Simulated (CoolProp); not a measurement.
Vapour-liquid equilibrium of CH2F2 (R32) (1) + R1234yf (2) at 195.3 K; x and y are mole fractions of (1).

Values from CoolProp's multi-fluid Helmholtz-energy mixture model, Tillner-Roth 1997 and Lemmon 2022; pair parameters Bell 2023.

```tsv
x	bubble pressure, mixture model (bar)	bubble pressure, Raoult's law (bar)	y, mixture model	y, Raoult's law
0.05	0.08073	0.07149	0.247	0.151
0.2	0.1253	0.09436	0.584	0.459
0.35	0.1580	0.1172	0.718	0.646
0.5	0.1799	0.1401	0.789	0.772
0.65	0.1946	0.1630	0.838	0.863
0.8	0.2057	0.1859	0.887	0.931
0.95	0.2146	0.2087	0.961	0.985
```

The largest gap from Raoult's law is +34.8 % in bubble pressure, at x = 0.35. No azeotrope shows between x = 0.05 and 0.95.

The pair parameters rest on a limited set of measurements; away from them the model extrapolates.
